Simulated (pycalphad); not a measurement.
All values are pycalphad results on the COST 507 light-alloy database (1999) (1 atm), not direct measurements. No gas phase is included, though pure Mg would boil below 1650 K. The database dates from 1999; later assessments differ in places, in temperatures and in the compounds included. The system is extrapolated from its subsystems; higher-order compounds may be missing. Diffusion is slow at the low end, where real alloys seldom reach equilibrium.

# Al-7.59Mn-1.2Mg-7.19Si (at.%): equilibrium cooling sequence

| T (K) | phases above | phases below |
|---|---|---|
| 1135.5 | liquid | ALMNSI_BETA + liquid |
| 1003.4 | ALMNSI_BETA + liquid | ALMNSI_ALPHA + ALMNSI_BETA + liquid |
| 998.2 | ALMNSI_ALPHA + ALMNSI_BETA + liquid | ALMNSI_ALPHA + liquid |
| 899.0 | ALMNSI_ALPHA + liquid | ALMNSI_ALPHA + fcc + liquid |
| 844.8 | ALMNSI_ALPHA + fcc + liquid | ALMNSI_ALPHA + fcc + liquid + MG2SI |
| 830.3 | ALMNSI_ALPHA + fcc + liquid + MG2SI | ALMNSI_ALPHA + diamond (Si) + fcc + MG2SI |

Changes were sought between steps of 25 K, so a narrower field can be missed.

Database names, with the compositions (at.%) that they take in these runs: ALMNSI_BETA: Al 66 Mn 23 Si 10; ALMNSI_ALPHA: Al 70-73 Mn 17 Si 10-13; MG2SI: Mg 67 Si 33.
